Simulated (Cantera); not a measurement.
A freely propagating, adiabatic, planar premixed flame of 3.55 % CH₄, 0.163 % C₂H₆, 3.16 % C₃H₈, 19.5 % O₂, 73.4 % N₂, 0.167 % CO₂, equivalence ratio 1.2, unburnt at 700 K and 1.68 atm; mixture-averaged transport, grid criteria slope 0.08 and curve 0.16, no radiation.

Computed with Cantera and GRI-Mech 3.0 (53 species, 325 reactions). GRI-Mech 3.0 was tuned for natural gas; its chemistry of propane as a main component is partial and can be far from experiment. Burning velocities carry a grid error of a few per cent, more on coarse grids.

**Question.** Predict: laminar burning velocity; thermal thickness; peak x(H₂); peak x(CH₃); peak x(CH₂O).

**Answer.** 
| Property | Value |
|---|---|
| laminar burning velocity | 177 cm/s |
| thermal thickness | 0.166 mm |
| peak x(H₂) | 0.0366 |
| peak x(CH₃) | 0.00403 |
| peak x(CH₂O) | 0.00191 |
